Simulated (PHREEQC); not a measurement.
Solution (20 °C and 100 atm): 1.4 mmol/kgw CaSO4 and 0.23 mmol/kgw CO2. Closed to the air; pH follows from the charge balance.

All values are PHREEQC results (ion-association model, phreeqc.dat), not measurements.

Question: The ionic strength comes out as 0.00504 mol/kgw. What activity coefficients do HCO3-, H+, SO4-2, Ca+2 get?

Answer: HCO3- 0.93, H+ 0.93, SO4-2 0.74, Ca+2 0.75.

This is a speciation only: nothing precipitates in the calculation. Species that the database lacks are ignored. Under pressure, the constants of complexes without a molar volume in the database are unreliable.
